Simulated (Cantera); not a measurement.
A Cantera script and what it prints.

```python
import numpy as np
import cantera as ct

gas_names = """
    N N2 Si SiN Si2 Si2N Si3
""".split()
cond_names = """
    Si(cr) Si(L) Si3N4(a)
""".split()


# ... load() reads the species with a 1 bar reference pressure and builds the phases ...
atoms = {
    'Si3N4': {'Si': 3, 'N': 4},
    'Si': {'Si': 1},
    'N2': {'N': 2},
}
top_T = {'Si3N4(a)': 2400}  # K; cautious upper limits of use, not melting points


# ... equilibrate(T, P, feed) seeds the gas with the atoms and calls Mixture.equilibrate('TP', solver="vcs", rtol=1e-11, max_steps=5000) ...
results = []
feed = {'Si3N4': 1, 'Si': 0.024, 'N2': 0.47}  # mol
T = 1673.15  # K
P = 101325  # Pa
mix = equilibrate(T, P, feed)
results.append((T, P, feed, dict(zip(mix.species_names, mix.species_moles))))
x = sorted(zip(gas.X, gas.species_names), reverse=True)
print(f"T = {T:g} K  P = {P:g} Pa  gas = {mix.phase_moles(0):.4g} mol")
print("   x: " + "  ".join(f"{s} {v:.3e}" for v, s in x if v > 1e-06))
print("   condensed (mol): " + ("  ".join(f"{mix.phase(i).name} {mix.phase_moles(i):.4g}"
      for i in range(1, mix.n_phases) if mix.phase_moles(i) > 1e-12) or "none"))
```

Output:

```
T = 1673.15 K  P = 101325 Pa  gas = 0.454 mol
   x: N2 1.000e+00
   condensed (mol): Si3N4(a) 1.008
```

Cantera equilibrium calculation (NASA polynomials, part measured and part estimated; ideal gas, pure solids and liquids).
